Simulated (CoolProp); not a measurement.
Dimethyl ether along the isotherm 525 K: fugacity coefficient from the reference equation and from simpler models built on Tc = 400.4 K, pc = 5.337 MPa, ω = 0.196; each cubic takes its own stable root.

Model: reference Helmholtz-energy equation of state, Wu 2011, in CoolProp.

```json
[
 {"p (MPa)": "0.0844", "phase": "gas", "reference": "0.9976"},
 {"p (MPa)": "0.142", "phase": "gas", "reference": "0.9960"},
 {"p (MPa)": "0.24", "phase": "gas", "reference": "0.9932"},
 {"p (MPa)": "0.406", "phase": "gas", "reference": "0.9885"},
 {"p (MPa)": "0.684", "phase": "gas", "reference": "0.9808"},
 {"p (MPa)": "1.16", "phase": "gas", "reference": "0.9677"},
 {"p (MPa)": "1.95", "phase": "gas", "reference": "0.9465"},
 {"p (MPa)": "3.29", "phase": "gas", "reference": "0.9120"},
 {"p (MPa)": "5.55", "phase": "supercritical", "reference": "0.8572"},
 {"p (MPa)": "9.37", "phase": "supercritical", "reference": "0.7742"},
 {"p (MPa)": "15.8", "phase": "supercritical", "reference": "0.6643"},
 {"p (MPa)": "26.7", "phase": "supercritical", "reference": "0.5642"}
]
```

Task: How far does each simpler model (van der Waals, Redlich-Kwong, Soave-Redlich-Kwong, Peng-Robinson) lie from the reference over these 12 states: mean and median of the absolute difference, and the worst?

Result: 
- van der Waals: mean 1.1 %, median 0.0 %, worst -5.7 % at 525 K and 15.8 MPa
- Redlich-Kwong: mean 0.4 %, median 0.0 %, worst -1.7 % at 525 K and 15.8 MPa
- Soave-Redlich-Kwong: mean 2.2 %, median 0.6 %, worst +11.1 % at 525 K and 26.7 MPa
- Peng-Robinson: mean 0.3 %, median 0.1 %, worst +1.5 % at 525 K and 26.7 MPa
